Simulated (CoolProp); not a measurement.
Properties of C2F6 (R116) along the isobar 41.9 bar.

Values from CoolProp's reference Helmholtz-energy equation of state, Lemmon 2006. It is a short technical equation, of lower accuracy than the large ones.

```tsv
T (°C)	phase	density (kg/m³)	cv (kJ/(kg K))	Joule-Thomson coefficient (K/MPa)	isothermal compressibility (1/MPa)	conductivity (mW/(m K))	fugacity coefficient
-53.65	liquid	1516	0.6625	-0.2199	0.004129	69.0	0.08417
-24.35	liquid	1367	0.7025	0.02454	0.008200	58.3	0.2125
5.05	liquid	1165	0.7475	0.7164	0.02467	46.8	0.4066
34.45	supercritical	627.7	0.8423	8.582	0.7088	32.7	0.6193
63.75	supercritical	309.0	0.8191	7.533	0.3708	23.1	0.7360
93.15	supercritical	242.0	0.8393	5.361	0.3028	23.2	0.8083
122.45	supercritical	206.2	0.8660	4.079	0.2762	24.7	0.8593
151.85	supercritical	182.3	0.8933	3.229	0.2619	26.5	0.8969
```

Thermal conductivity comes from a separate model (Huber 2003), an estimate that may be off by 10 % or more.
